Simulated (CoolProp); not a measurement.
Ammonia at 298.15 K and 0.316 MPa flows at 4.4 m/s in a round tube of 50 mm bore and 45 µm roughness, fully developed (64/Re and Nu = 3.66 if laminar; Colebrook and Gnielinski if turbulent). Each further row changes one setting.

Model: reference Helmholtz-energy equation of state, Gao 2020, in CoolProp.

```
case              Reynolds number  Darcy friction factor  pressure drop (Pa/m)  heat-transfer coefficient (W/(m² K))  mass flow (kg/h)
----------------  ---------------  ---------------------  --------------------  ------------------------------------  ----------------
as stated                   49300                 0.0238                  10.3                                  69.6              69.9
velocity 8.8 m/s            98500                 0.0219                  38.0                                   129               140
diameter 100 mm             98500                 0.0202                  4.38                                  59.5               279
```

Viscosity comes from a separate model (Fenghour 1995). Thermal conductivity comes from a separate model (Tufeu 1984).
